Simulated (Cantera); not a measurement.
Charge: 1 mol FeS, 29 mol H2, at 625 K and 22.0 Pa.

These are equilibrium values from Cantera (NASA tables, ideal gas, pure condensed phases), not measurements of a reactor. Candidate condensed phases: Fe, FeS, FeS2, S; 8 gas species. FeS: taken at fixed stoichiometry. Rates play no part.

Problem. What is the equilibrium state?

Solution. 
```json
{
 "x(H2)": "1.000",
 "x(H2S)": "9.17e-6",
 "n(Fe(α))": "0.000266 mol",
 "n(FeS(s))": "1.000 mol",
 "gas_amount": "29.00 mol",
 "log10 activity of S(l) (absent)": "-8.62"
}
```
